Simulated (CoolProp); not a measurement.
A simple Rankine cycle with water: condensing at 300.15 K, boiler at 0.118 MPa, turbine inlet 417.4 K, turbine efficiency 0.8, pump efficiency 0.7, no recuperator. Each further row changes one setting.

Values from CoolProp's reference Helmholtz-energy equation of state, Wagner 2002.

```csv
case,thermal efficiency (%),net work (kJ/kg),heat in (kJ/kg),turbine exit temperature (K),volume ratio over the turbine
as stated,15.6,412,2650,300.2,22.0
turbine inlet 437.4 K,15.7,422,2690,300.2,21.3
condensing temperature 292.15 K,17.1,458,2680,292.1,34.4
boiler pressure 0.0826 MPa,14.1,374,2650,300.2,15.7
turbine efficiency 0.7,13.6,361,2650,300.2,22.5
```

The expansion ends wet for: as stated; turbine inlet 437.4 K; condensing temperature 292.15 K; boiler pressure 0.0826 MPa; turbine efficiency 0.7.
